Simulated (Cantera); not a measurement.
A closed system holds: 1 mol BN, 1.2 mol F2, 49 mol Cl2, equilibrated at 0.128 Torr.

These are equilibrium values from Cantera (NASA tables, ideal gas, pure condensed phases), not measurements of a reactor. Candidate condensed phases: B, BN; 21 gas species. The tables' values for BF2, BClF, BCl2, BCl are old estimates; treat these amounts as uncertain. The numbers say what is thermodynamically allowed, not how fast it happens.

x: gas mole fraction; nothing condenses.

```tsv
T (K)	x Cl	x Cl2	x BF3	x N2	x BCl3
1150	0.186	0.786	0.0145	0.00903	…
1250	0.439	0.538	0.0124	0.00777	…
1350	0.731	0.250	0.0101	0.00632	…
1450	0.902	0.0813	0.00875	0.00547	0.00219
1550	0.961	0.0239	0.00827	0.00518	0.00207
1650	0.977	0.00756	0.00809	0.00509	0.00200
1750	0.982	0.00266	0.00780	0.00507	…
1850	0.984	0.00104	0.00688	0.00505	…
```

**Question.** What belongs in the gaps?

**Answer.** 
- 1150, x BCl3: 0.00361
- 1250, x BCl3: 0.00311
- 1350, x BCl3: 0.00253
- 1750, x BCl3: 0.00179
- 1850, x BCl3: 0.000987
